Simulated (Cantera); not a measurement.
Input: 1 mol Si3N4, 0.43 mol H2O, held at 13300 Pa.

Equilibrium computed with Cantera from the NASA thermochemical tables; the gas is ideal and each condensed phase is pure. Candidate condensed phases: H2O, Si, SiO2, Si2N2O, Si3N4; 35 gas species. Mutual solubility and eutectic melting of coexisting phases are not modelled. Gases not in the tables: Si2H6 and higher silanes. Kinetics and transport are ignored.

**Question.** Which condensed phases are stable at each of these points (T (°C)): 800, 900, 1000, 1100, 1200, 1300, 1400, 1500, 1600, 1700?

**Answer.** 
| T (°C) | condensed phases | Si condensed (%) |
|---|---|---|
| 800 | Si2N2O(s) + Si3N4(s) | 100.0 |
| 900 | Si2N2O(s) + Si3N4(s) | 100.0 |
| 1000 | Si2N2O(s) + Si3N4(s) | 100.0 |
| 1100 | Si2N2O(s) + Si3N4(s) | 100.0 |
| 1200 | Si2N2O(s) + Si3N4(s) | 100.0 |
| 1300 | Si2N2O(s) + Si3N4(s) | 100.0 |
| 1400 | Si2N2O(s) + Si3N4(s) | 100.0 |
| 1500 | Si2N2O(s) + Si3N4(s) | 100.0 |
| 1600 | Si2N2O(s) + Si3N4(s) | 99.9 |
| 1700 | Si(l) + Si2N2O(s) | 97.6 |

From 800 °C to 1600 °C the condensed part is Si2N2O(s) + Si3N4(s). At 1700 °C the condensed part is Si(l) + Si2N2O(s).
